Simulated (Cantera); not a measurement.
Charge: 1 mol CO2, 0.54 mol O2, 0.6 mol N2, equilibrated at 3425 K and 0.00900 bar.

Method: chemical equilibrium by Gibbs-energy minimisation in Cantera with the NASA 1993 tables (ideal gas, pure condensed phases). Candidate condensed phases: C; 24 gas species. Equilibrium is a limit: real reactors are often held back by kinetics, nucleation or transport.

Base state: O 0.535, CO 0.275, N2 0.162, O2 0.0156, NO 0.00925, CO2 0.00254, N 0.000653 (mole fractions); condensed: gas only.

Question: What changes in the equilibrium state with this change: pressure from 0.00900 bar to 0.00133 bar?

Answer: 
| species | before | after |
|---|---|---|
| O | 0.535 | 0.558 |
| CO | 0.275 | 0.272 |
| N2 | 0.162 | 0.161 |
| O2 | 0.0156 | 0.00252 |
| NO | 0.00925 | 0.00371 |
| CO2 | 0.00254 | 0.000389 |
| N | 0.000653 | 0.00169 |

Question: What changes in the equilibrium state with this change: temperature from 3425 K to 525 K?

Answer: 
```tsv
species	before	after
CO2	0.00254	0.467
N2	0.162	0.280
O2	0.0156	0.252
O	0.535	<1e-9
CO	0.275	<1e-9
NO	0.00925	<1e-9
N	0.000653	<1e-9
```
